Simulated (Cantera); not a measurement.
An adiabatic, constant-pressure homogeneous reactor starts with CH4 : O2 : N2 : CO2 = 1 : 2.9 : 11 : 0.48 (molar parts), equivalence ratio 0.69, at 1075 K and 21000 Torr. Integrator tolerance rtol = 1e-08.

Model: GRI-Mech 3.0 (53 species, 325 reactions), integrated in Cantera. The pressure lies above the range GRI-Mech 3.0 was tuned for (to about 10 atm).

```
quantity                                                              before                                      after
---------------------------------  -----------------------------------------  -----------------------------------------
time of steepest temperature rise                                    7.90 ms                                    0.327 s
temperature at 3.00 s                                                 2353 K                                     2302 K
equilibrium temperature                                               2353 K                                     2302 K
x(CH4) at 3.00 s                       <1e-12 (gas-phase equilibrium <1e-12)      <1e-12 (gas-phase equilibrium <1e-12)
x(O2) at 3.00 s                        0.0540 (gas-phase equilibrium 0.0540)      0.0554 (gas-phase equilibrium 0.0554)
x(CO2) at 3.00 s                       0.0948 (gas-phase equilibrium 0.0948)      0.0907 (gas-phase equilibrium 0.0907)
x(H2O) at 3.00 s                         0.128 (gas-phase equilibrium 0.128)        0.125 (gas-phase equilibrium 0.125)
x(NO) at 3.00 s                      0.00844 (gas-phase equilibrium 0.00844)    0.00769 (gas-phase equilibrium 0.00769)
x(C2H4) at 3.00 s                      <1e-12 (gas-phase equilibrium <1e-12)      <1e-12 (gas-phase equilibrium <1e-12)
x(HCN) at 3.00 s                   2.42e-12 (gas-phase equilibrium 2.42e-12)  2.55e-12 (gas-phase equilibrium 2.55e-12)
```

**Question.** Which change was made?
A) pressure from 21000 Torr to 615 Torr
B) initial temperature 1075 to 1475 K
C) N2 11 to 27 parts
D) pressure from 21000 Torr to 2930 Torr

**Answer.** A, pressure from 21000 Torr to 615 Torr
